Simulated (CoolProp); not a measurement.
Vapour-liquid equilibrium of acetone (1) + n-nonane (2) at 0.0307 MPa; x and y are mole fractions of (1).

Values from CoolProp's multi-fluid Helmholtz-energy mixture model, Lemmon 2006 and Lemmon 2006; pair parameters Bell 2016.

### Question
Give the bubble temperature and the first vapour's composition at x = 0.05, 0.125, 0.275. Is there an azeotrope?

### Answer
x = 0.05: 67.2 °C, y = 0.823; x = 0.125: 43.9 °C, y = 0.947; x = 0.275: 31.8 °C, y = 0.975. No azeotrope shows between x = 0.05 and 0.95.

Pair parameters are fitted to limited data, so mixtures are less certain than the pure fluids. With so large a gap from Raoult's law the liquid may split in two, which this calculation doesn't test in full.
